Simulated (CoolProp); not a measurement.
Vapour-liquid equilibrium of fluoroethane (R161) (1) + R227EA (2) at 320.3 K; x and y are mole fractions of (1).

The numbers come from the multi-fluid Helmholtz-energy mixture model, Wu 2012 and Lemmon 2016; pair parameters Bell 2016 in CoolProp.

Problem. Give the bubble pressure and the first vapour's composition at x = 0.425, 0.8, 0.95. Is there an azeotrope?

Solution. x = 0.425: 1.033 MPa, y = 0.543; x = 0.8: 1.398 MPa, y = 0.885; x = 0.95: 1.564 MPa, y = 0.974. No azeotrope shows between x = 0.05 and 0.95.

Pair parameters are fitted to limited data, so mixtures are less certain than the pure fluids.
